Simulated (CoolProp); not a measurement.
CH2F2 (R32) at several states: fugacity coefficient from the reference equation and from simpler models built on Tc = 351.3 K, pc = 5.783 MPa, ω = 0.277; each cubic takes its own stable root.

Values from CoolProp's reference Helmholtz-energy equation of state, Tillner-Roth 1997.

| T (K) | p (MPa) | phase | reference |
|---|---|---|---|
| 362.2 | 0.12 | gas | 0.9928 |
| 388.3 | 0.273 | gas | 0.9873 |
| 403.4 | 29 | supercritical | 0.3724 |
| 211.2 | 9.95 | liquid | 0.007188 |

Task: How far does each simpler model (van der Waals, Soave-Redlich-Kwong, Peng-Robinson) lie from the reference over these 4 states: mean and median of the absolute difference, and the worst?

Result: 
- van der Waals: mean 229.8 %, median 7.6 %, worst +903.6 % at 211.2 K and 9.95 MPa
- Soave-Redlich-Kwong: mean 6.4 %, median 2.2 %, worst +21.2 % at 403.4 K and 29 MPa
- Peng-Robinson: mean 3.3 %, median 1.5 %, worst +10.1 % at 403.4 K and 29 MPa
